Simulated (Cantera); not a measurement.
An adiabatic, constant-volume homogeneous reactor starts with CO : H₂ : O₂ : N₂ = 1 : 0.097 : 0.457 : 1.72 (molar parts), equivalence ratio 1.2, at 1075 K and 1600000 Pa.

Model: GRI-Mech 3.0 (53 species, 325 reactions), integrated in Cantera. The hydrogen kinetics of GRI-Mech 3.0 are dated; newer H2 mechanisms differ, most at raised pressure. The pressure lies above the range GRI-Mech 3.0 was tuned for (to about 10 atm). Above 3000 K some thermodynamic fits are extrapolated.

x: mole fraction; the columns are a selection and need not sum to one.

```
t (s)     T (K)  P (bar)   x CO     x H₂    x O₂     x N₂O       x H    x CO₂      x O
--------  -----  -------  -----  -------  ------  --------  --------  -------  -------
2.00e-6    1075     16.0  0.305   0.0296   0.140    <1e-12  4.13e-10  1.38e-8  2.20e-9
1.11e-5    1075     16.0  0.305   0.0296   0.140    <1e-12       [?]      [?]      [?]
6.16e-5    1075     16.0  0.305   0.0296   0.140  5.77e-12   8.42e-9  6.39e-6  1.07e-8
0.000342   1102     16.4  0.304   0.0290   0.138   1.33e-9   6.93e-7  0.00194  7.22e-7
0.00190    3082     40.8  0.117  0.00186  0.0183   4.19e-6   0.00137    0.227  0.00317
0.0105     3082     40.8  0.117  0.00186  0.0183   4.19e-6   0.00137    0.227  0.00317
0.0585     3082     40.8  0.117  0.00186  0.0183   4.19e-6   0.00137    0.227  0.00317
0.325      3082     40.8  0.117  0.00186  0.0183   4.19e-6   0.00137    0.227  0.00317
1.80       3082     40.8  0.117  0.00186  0.0183   4.19e-6   0.00137    0.227  0.00317
10.0       3082     40.8  0.117  0.00186  0.0183   4.19e-6   0.00137    0.227  0.00317
```

Problem. What belongs in the gaps?

Solution. 
- 1.11e-5, x H: 1.02e-9
- 1.11e-5, x CO₂: 1.84e-7
- 1.11e-5, x O: 2.92e-9
